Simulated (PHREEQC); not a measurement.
Ultrapure water in contact with air or piping: speciation

Model water analysis in mg/L, 80 °C, pH 6.35, pe 10.2: Na 0.0709; K 7.6e-05; Ca 0.00803; Mg 0.00475; Cl 0.0618; S(6) as SO4 0.0373; Alkalinity as HCO3 0.0846; Sr 7.3e-05.

Valence states are taken as typed.

Equilibrium calculation in PHREEQC: ion-association model, phreeqc.dat.

Precipitation was switched off in this run.

Problem. Predict the charge-balance error.

Solution. charge-balance error -0.3 %.

Problem. In which forms is C present?

Solution. HCO3- 51 %, CO2 49 % of the C.

Complexes and solids missing from the database can't appear. At this temperature some constants are extrapolated from 25 °C, and those without enthalpy data are left unchanged.
